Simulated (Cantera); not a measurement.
Input (Python, Cantera) and output of one run.

```python
import numpy as np
import cantera as ct

gas_names = """
    CL CL2 H HCL H2 N NH NH2 NH3 N2 N2H2 N2H4 Si SiCL SiCL2 SiCL3 SiCL4 SiH SiHCL3 SiH2 SiH2CL2 SiH3
    SiH3CL SiH4 SiN Si2 Si2N Si3
""".split()
cond_names = """
    NH4CL(a) NH4CL(b) Si(cr) Si(L) Si3N4(a)
""".split()


# ... load() reads the species with a 1 bar reference pressure and builds the phases ...
atoms = {
    'Si3N4': {'Si': 3, 'N': 4},
    'HCl': {'H': 1, 'CL': 1},
    'H2': {'H': 2},
}
top_T = {'Si3N4(a)': 2400}  # K; cautious upper limits of use, not melting points


# ... equilibrate(T, P, feed) seeds the gas with the atoms and calls Mixture.equilibrate('TP', solver="vcs", rtol=1e-11, max_steps=5000) ...
results = []
T = 1350  # K
P = 133.322  # Pa
for m in [0.46, 0.59, 0.76, 0.97, 1.3, 1.6, 2.1, 2.7, 3.4]:
    feed = {'Si3N4': 1, 'HCl': 1.7, 'H2': m}  # mol
    mix = equilibrate(T, P, feed)
    results.append((T, P, feed, dict(zip(mix.species_names, mix.species_moles))))

top = {s: max(r[3][s] / sum(r[3][g] for g in gas_names) for r in results) for s in gas_names}
cols = sorted((s for s in top if top[s] > 1e-05), key=lambda s: -top[s])[:6]
seen = [c for c in cond_names if any(r[3].get(c, 0) > 1e-12 for r in results)]
print("log10 of partial pressures in bar; condensed amounts in mol")
print(f"{'n(H2)':>10s}" + "".join(f"{s[:9]:>10s}" for s in cols + seen))
for T, P, feed, n in results:
    ng = sum(n[g] for g in gas_names)
    print(f"{feed['H2']:10.4g}" + "".join(f"{np.log10(max(n[s] / ng * P / 1e5, 1e-99)):10.3f}" for s in cols)
          + "".join(f"{n.get(c, 0):10.4g}" for c in seen))
```

Result:

```
log10 of partial pressures in bar; condensed amounts in mol
     n(H2)        H2       HCL     SiCL2        N2     SiCL3     SiCL4  Si3N4(a)
      0.46    -3.325    -3.240    -3.911    -3.944    -4.624    -4.639    0.9021
      0.59    -3.292    -3.250    -3.939    -3.982    -4.678    -4.720    0.9053
      0.76    -3.256    -3.264    -3.973    -4.029    -4.746    -4.820     0.909
      0.97    -3.218    -3.283    -4.013    -4.081    -4.823    -4.935    0.9128
       1.3    -3.172    -3.314    -4.071    -4.155    -4.935    -5.100    0.9177
       1.6    -3.140    -3.341    -4.119    -4.213    -5.026    -5.235    0.9213
       2.1    -3.099    -3.385    -4.191    -4.299    -5.162    -5.436     0.926
       2.7    -3.064    -3.434    -4.266    -4.386    -5.304    -5.644    0.9302
       3.4    -3.035    -3.486    -4.342    -4.471    -5.447    -5.854    0.9339
```

Equilibrium computed with Cantera from the NASA thermochemical tables; the gas is ideal and each condensed phase is pure. The tables' values for SiCl3 are old estimates; treat these amounts as uncertain.
